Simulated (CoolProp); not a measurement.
Properties of sulfur hexafluoride at several states (Tc = 45.6 °C, pc = 37.55 bar, ω = 0.210).

Model: reference Helmholtz-energy equation of state, Guder 2009, in CoolProp.

| T (°C) | p (bar) | phase | Z | cp (kJ/(kg K)) | viscosity (µPa s) |
|---|---|---|---|---|---|
| 214.95 | 213 | supercritical | 0.9334 | 1.055 | 55.5 |
| 86.15 | 2.37 | gas | 0.9858 | 0.7573 | 18.0 |
| 187.25 | 1.82 | gas | 0.9957 | 0.8532 | 22.2 |

Viscosity comes from a separate model (Quiñones-Cisneros 2012).
